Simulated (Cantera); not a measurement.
An adiabatic, constant-pressure homogeneous reactor starts with 18.8 % CH₄, 17.1 % O₂, 64.2 % N₂, equivalence ratio 2.2, at 950 K and 9.40 bar.

Cantera simulation using GRI-Mech 3.0 (53 species, 325 reactions); the numbers are that mechanism's predictions, not measurements. Below about 1000 K GRI-Mech 3.0 lacks low-temperature oxidation paths.

Problem. Predict: time of steepest temperature rise; temperature at 7.00 s; equilibrium temperature; x(CH₄) at 7.00 s; x(O₂) at 7.00 s; x(H₂O) at 7.00 s; x(OH) at 7.00 s; x(NO) at 7.00 s.

Solution. 
* **time of steepest temperature rise**: 0.309 s
* **temperature at 7.00 s**: 1948 K
* **equilibrium temperature**: 1948 K
* **x(CH₄) at 7.00 s**: 5.67e-8 (gas-phase equilibrium 6.32e-8)
* **x(O₂) at 7.00 s**: 1.20e-9 (gas-phase equilibrium 1.20e-9)
* **x(H₂O) at 7.00 s**: 0.110 (gas-phase equilibrium 0.110)
* **x(OH) at 7.00 s**: 8.22e-6 (gas-phase equilibrium 8.22e-6)
* **x(NO) at 7.00 s**: 4.25e-7 (gas-phase equilibrium 4.12e-7)
